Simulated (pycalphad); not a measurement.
Effect of B content in Hf-B

Computed with pycalphad from the COST 507 light-alloy database (1999), at 1 atm. These are 1990s assessments: newer ones move some temperatures and phases. Amounts are mole fractions of atoms. Diffusion is slow at the low end, where real alloys seldom reach equilibrium.

```json
[
 {"alloy": "Hf-0.66B (at.%)", "liquidus (°C)": "2221", "first solid": "BCC_A2", "solidus (°C)": "1984", "phases at 677 °C": "HCP_A3 0.99, BM 0.01"},
 {"alloy": "Hf-1.99B (at.%)", "liquidus (°C)": "2197", "first solid": "BCC_A2", "solidus (°C)": "1881", "phases at 677 °C": "HCP_A3 0.96, BM 0.04"},
 {"alloy": "Hf-2.65B (at.%)", "liquidus (°C)": "2185", "first solid": "BCC_A2", "solidus (°C)": "1881", "phases at 677 °C": "HCP_A3 0.95, BM 0.05"},
 {"alloy": "Hf-3.98B (at.%)", "liquidus (°C)": "2160", "first solid": "BCC_A2", "solidus (°C)": "1881", "phases at 677 °C": "HCP_A3 0.92, BM 0.08"},
 {"alloy": "Hf-5.3B (at.%)", "liquidus (°C)": "2135", "first solid": "BCC_A2", "solidus (°C)": "1881", "phases at 677 °C": "HCP_A3 0.89, BM 0.11"}
]
```

Database names, with the compositions (at.%) that they take in these runs: BM: Hf 50 B 50. BCC_A2 is bcc; HCP_A3 is hcp.
